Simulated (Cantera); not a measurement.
## Catalytic stagnation flow on Pt

A jet of H2 : O2 : N2 = 0.011 : 0.15 : 0.79 (molar parts), equivalence ratio 0.037 at 300 K and 16000 Pa hits a platinum plate 2.3 cm away at a mass flux of 0.028 kg/m²/s; the plate temperature is set and raised in steps from an oxygen-covered start.

Model: Deutschmann's 1995 Pt surface mechanism with GRI-Mech 3.0 gas chemistry, integrated in Cantera. Catalytic surfaces can have several steady states; this one follows from the mechanism file's or the stated starting coverage.

```csv
plate T (K),wall x H2,wall x O2,wall x H2O,wall x OH,θ free Pt,θ O*,θ OH*
700,0.00146,0.147,0.0189,<1e-8,0.0256,0.973,0.00172
750,0.00102,0.147,0.0196,<1e-8,0.0398,0.959,0.00157
800,0.000650,0.147,0.0202,<1e-8,0.0677,0.931,0.00153
850,0.000427,0.146,0.0205,<1e-8,0.108,0.890,0.00148
900,0.000308,0.146,0.0206,2.64e-8,0.159,0.840,0.00140
950,0.000235,0.146,0.0207,7.21e-8,0.216,0.783,0.00128
```
x: mole fraction at the wall; θ: surface coverage.
